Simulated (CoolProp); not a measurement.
n-perfluorohexane at 293.15 K and 0.0127 MPa is throttled through a valve to 0.00728 MPa with no heat exchange. Each further row changes one setting.

Model: reference Helmholtz-energy equation of state, Gao 2022, in CoolProp.

```tsv
case	temperature change (K)	final density (kg/m³)
as stated	-0.1	(withheld)
outlet pressure 0.00218 MPa	(withheld)	(withheld)
outlet pressure 0.00946 MPa	-0.1	(withheld)
```

**Question.** Complete the blanks.

**Answer.** 
- as stated, final density (kg/m³): 1.02
- outlet pressure 0.00218 MPa, temperature change (K): -0.3
- outlet pressure 0.00218 MPa, final density (kg/m³): 0.303
- outlet pressure 0.00946 MPa, final density (kg/m³): 1.32
